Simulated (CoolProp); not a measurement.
Vapour-liquid equilibrium of carbon dioxide (1) + carbonyl sulfide (2) at 280.9 K; x and y are mole fractions of (1).

Values from CoolProp's multi-fluid Helmholtz-energy mixture model, Span 1996 and Lemmon 2006; pair parameters Bell 2016.

```tsv
x	bubble pressure (kPa)	y at the bubble point	dew pressure at overall composition x (kPa)	liquid density (mol/L)
0.05	1075	0.250	855.6	17.42
0.125	1431	0.449	927.3	17.62
0.2	1748	0.562	1011	17.82
0.275	2032	0.636	1111	18.01
0.35	2290	0.690	1231	18.19
0.425	2528	0.734	1378	18.38
0.5	2753	0.770	1561	18.55
0.575	2970	0.804	1794	18.73
0.65	3185	0.835	2094	18.91
0.725	3401	0.867	2478	19.09
0.8	3623	0.900	2946	19.29
0.875	3853	0.934	3457	19.50
0.95	4092	0.972	3953	19.75
```

No azeotrope shows between x = 0.05 and 0.95.

Pair parameters are fitted to limited data, so mixtures are less certain than the pure fluids.
